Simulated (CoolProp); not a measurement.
Vapour-liquid equilibrium of hydrogen sulfide (1) + benzene (2) at 307.9 K; x and y are mole fractions of (1).

Computed with CoolProp (multi-fluid Helmholtz-energy mixture model, Lemmon 2006 and Thol 2012; pair parameters Bell 2016).

Problem. Give the bubble pressure and the first vapour's composition at x = 0.2, 0.35, 0.5. Is there an azeotrope?

Solution. x = 0.2: 454.7 kPa, y = 0.960; x = 0.35: 784.5 kPa, y = 0.979; x = 0.5: 1136 kPa, y = 0.988. No azeotrope shows between x = 0.05 and 0.95.

The pair parameters rest on a limited set of measurements; away from them the model extrapolates.
